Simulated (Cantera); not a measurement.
Feed: 1 mol Si₂H₆, 0.12 mol H₂O, a varied amount of CO₂, equilibrated at 1898.15 K and 0.00110 bar.

These are equilibrium values from Cantera (NASA tables, ideal gas, pure condensed phases), not measurements of a reactor. Candidate condensed phases: C, C₆H₆, C₇H₈, C₈H₁₈, H₂O, Si, SiC, SiO₂; 123 gas species. The feed counts by its element totals alone. Mutual solubility and eutectic melting of coexisting phases are not modelled. Gases not in the tables: Si₂H₆ and higher silanes. The numbers say what is thermodynamically allowed, not how fast it happens.

**Question.** At 0.76 mol CO₂, list the 6 most abundant gas species with their mole fractions, and the condensed phases.

**Answer.** H₂ 0.632, SiO 0.284, CO 0.0532, H 0.0188, Si 0.0112, SiH 0.000257. Condensed: Si(l) + SiC(s).
